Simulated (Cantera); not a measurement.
Charge: 1 mol BCl₃, 18 mol NH₃, 5.5 mol N₂, at 1000 °C and 0.160 bar.

These are equilibrium values from Cantera (NASA tables, ideal gas, pure condensed phases), not measurements of a reactor. Candidate condensed phases: B, BN, NH₄Cl; 21 gas species. Rates play no part.

Base state: H₂ 0.600, N₂ 0.329, HCl 0.0706 (mole fractions); condensed: BN(s).

Q: What changes in the equilibrium state with this change: BCl₃ replaced by B₂H₆?

A: 
```tsv
species	before	after
H₂	0.600	0.690
N₂	0.329	0.310
HCl	0.0706	0
BN(s), mol	1.000	2.00
```
The feed counts by its element totals alone.

Q: What changes in the equilibrium state with this change: NH₃ from 18 to 0.7 mol?

A: 
| species | before | after |
|---|---|---|
| N₂ | 0.329 | 0.696 |
| HCl | 0.0706 | 0.264 |
| BCl₃ | 5.18e-8 | 0.0385 |
| H₂ | 0.600 | 0.000798 |
| Cl | 1.38e-7 | 1.42e-5 |
| BN(s), mol | 1.000 | 0.696 |
